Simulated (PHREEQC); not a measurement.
A solution holds 0.0047 mol/kgw CdCl2 and 0.0015 mol/kgw H3BO3, at 85 °C. It is in equilibrium with CO2 at log p = -2 (atm). Otherwise closed; pH follows from the charge balance.

Model: ion-association model, wateq4f.dat, run in PHREEQC.

```
Item                     Value
--------------  --------------
pH                        5.09
ionic strength  0.0107 mol/kgw
```

```json
[
 {"species": "Cl-", "molality": "0.00768", "activity": "0.00680", "log γ": "-0.053"},
 {"species": "Cd+2", "molality": "0.00303", "activity": "0.00187", "log γ": "-0.210"},
 {"species": "CdCl+", "molality": "0.00162", "activity": "0.00144", "log γ": "-0.052"},
 {"species": "H3BO3", "molality": "0.00150", "activity": "0.00150", "log γ": "0.001"},
 {"species": "CO2", "molality": "0.000120", "activity": "0.000120", "log γ": "0.001"},
 {"species": "CdCl2", "molality": "4.87e-5", "activity": "4.89e-5", "log γ": "0.001"},
 {"species": "H+", "molality": "9.09e-6", "activity": "8.18e-6", "log γ": "-0.045"},
 {"species": "HCO3-", "molality": "7.22e-6", "activity": "6.43e-6", "log γ": "-0.050"},
 {"species": "CdOH+", "molality": "8.71e-7", "activity": "7.72e-7", "log γ": "-0.052"},
 {"species": "CdCl3-", "molality": "5.01e-7", "activity": "4.45e-7", "log γ": "-0.052"},
 {"species": "CdHCO3+", "molality": "4.29e-7", "activity": "3.81e-7", "log γ": "-0.052"},
 {"species": "H2BO3-", "molality": "2.99e-7", "activity": "2.63e-7", "log γ": "-0.055"},
 {"species": "CdOHCl", "molality": "2.09e-7", "activity": "2.10e-7", "log γ": "0.001"}
]
```

Precipitation was switched off in this run. Away from 25 °C the constants follow the database's enthalpies or fits; those with neither stay at their 25 °C values.
